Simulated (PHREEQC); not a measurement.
Consider water at 20 °C with 120 mmol/kgw Cu(NO3)2, 4.2 mmol/kgw HNO3 and 0.82 mmol/kgw H3BO3. Closed to the air; pH follows from the charge balance.

The numbers come from PHREEQC with the ion-association model, wateq4f.dat.

Question: The ionic strength comes out as 0.364 mol/kgw. What activity coefficients do Cu+2, H+, NO3- get?

Answer: Cu+2 0.28, H+ 0.78, NO3- 0.64.

No solid was allowed to form. Complexes and solids missing from the database can't appear.
